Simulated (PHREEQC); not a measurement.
Dissolve 0.00099 mol/kgw Cu(BF4)2 and 0.0094 mol/kgw HCl at 25 °C. Closed to the air; pH follows from the charge balance.

All values are PHREEQC results (ion-association model, wateq4f.dat), not measurements.

| quantity | before | after |
|---|---|---|
| pH | 2.10 | 3.86 |
| ionic strength (mol/kgw) | 0.0117 | 0.000170 |
| HF (mol/kgw) | 0.00361 | 1.34e-5 |
| H3BO3 (mol/kgw) | 0.000968 | 1.98e-5 |
| F- (mol/kgw) | 0.000339 | 6.58e-5 |
| H2F2 (mol/kgw) | 3.41e-5 | 4.68e-10 |
| SI of CuF2:2H2O (CuF2:2H2O) | -5.68 | -8.86 |
| SI of Tenorite (CuO) | -6.62 | -4.93 |

Q: Name the change that produced these shifts.
A) temperature from 25 to 55 °C
B) 0.00023 mol/kgw HBr added
C) Cu(BF4)2 from 0.00099 to 0.00109 mol/kgw
D) diluted 100-fold with water
E) temperature from 25 to 70 °C

A: D, diluted 100-fold with water

No solid was allowed to form. Real BF4- forms and hydrolyses slowly; the run takes it at equilibrium.
